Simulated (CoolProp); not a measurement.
Acetone along the isotherm 511.6 K: density (kg/m³) from the reference equation and from simpler models built on Tc = 508.1 K, pc = 4.692 MPa, ω = 0.307; each cubic takes its own stable root.

The numbers come from the reference Helmholtz-energy equation of state, Lemmon 2006 in CoolProp. It is a short technical equation, of lower accuracy than the large ones.

```
p (MPa)          phase  reference  ideal gas  van der Waals  Redlich-Kwong  Soave-Redlich-Kwong  Peng-Robinson
-------  -------------  ---------  ---------  -------------  -------------  -------------------  -------------
1.8                gas      29.27      24.58              …          28.60                28.58          29.05
3.61               gas      78.13      49.29          70.31          73.47                73.22          76.09
5.41     supercritical      398.1      73.87          238.2          275.2                    …          296.5
7.22     supercritical      458.3      98.58          276.0              …                328.9          364.1
9.02     supercritical      485.1      123.2          294.8              …                357.6          396.8
10.8     supercritical      503.5      147.5          307.9          378.9                377.5          419.4
12.6     supercritical      518.0      172.0          318.1          394.6                393.4          437.4
14.4     supercritical      530.1      196.6          326.6          407.7                406.6          452.3
16.2     supercritical      540.4      221.2          333.8              …                417.9          465.0
18       supercritical      549.5      245.8          340.0              …                427.9          476.1
19.9     supercritical      558.1      271.7          345.9          438.1                437.2          486.6
21.7     supercritical      565.5      296.3          350.8          446.0                445.2          495.5
23.5     supercritical      572.3      320.9          355.4          453.3                452.5          503.6
```

### Question
Complete the blanks.

### Answer

- 1.8, van der Waals: 28.08
- 5.41, Soave-Redlich-Kwong: 270.3
- 7.22, Redlich-Kwong: 331.2
- 9.02, Redlich-Kwong: 359.2
- 16.2, Redlich-Kwong: 418.9
- 18, Redlich-Kwong: 428.8
